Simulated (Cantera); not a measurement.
A perfectly stirred reactor is fed with 27.7 % CO, 0.831 % H2, 15.0 % O2, 56.5 % N2, at 1430 Torr; it is adiabatic with a 675 K inlet, and is followed from long to short residence time, starting on the burning branch (τ in s: 0.028, 0.011, 0.0047, 0.0019, 0.00079, 0.00032, 0.00013, 5.4e-05, 2.2e-05, 9e-06).

Model: GRI-Mech 3.0 (53 species, 325 reactions), integrated in Cantera.

### Question
Predict: blow-out, bracketed by the residence times tried; x(CO) at τ = 28.0 ms; x(H2) at τ = 28.0 ms; x(O2) at τ = 28.0 ms; x(NO2) at τ = 28.0 ms; x(HO2) at τ = 28.0 ms; x(CO) at τ = 0.320 ms; x(H2) at τ = 0.320 ms; x(O2) at τ = 0.320 ms; x(NO2) at τ = 0.320 ms; x(HO2) at τ = 0.320 ms.

### Answer
- blow-out, bracketed by the residence times tried = burning at 0.130 ms, out at 54.0 µs
- x(CO) at τ = 28.0 ms = 0.0544
- x(H2) at τ = 28.0 ms = 0.000261
- x(O2) at τ = 28.0 ms = 0.0310
- x(NO2) at τ = 28.0 ms = 3.21e-6
- x(HO2) at τ = 28.0 ms = 1.17e-6
- x(CO) at τ = 0.320 ms = 0.122
- x(H2) at τ = 0.320 ms = 0.000607
- x(O2) at τ = 0.320 ms = 0.0611
- x(NO2) at τ = 0.320 ms = 1.51e-7
- x(HO2) at τ = 0.320 ms = 1.05e-5
